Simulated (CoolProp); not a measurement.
Model: reference Helmholtz-energy equation of state, Bücker 2006, in CoolProp.

**Question.** For isobutane, give the phase and the density (kg/m³), cp (kJ/(kg K)), cv (kJ/(kg K)), speed of sound (m/s) at 174.95 °C and 12.7 bar.

**Answer.** 
- 174.95 °C and 12.7 bar: gas; density 21.8, cp 2.46, cv 2.24, speed of sound 240
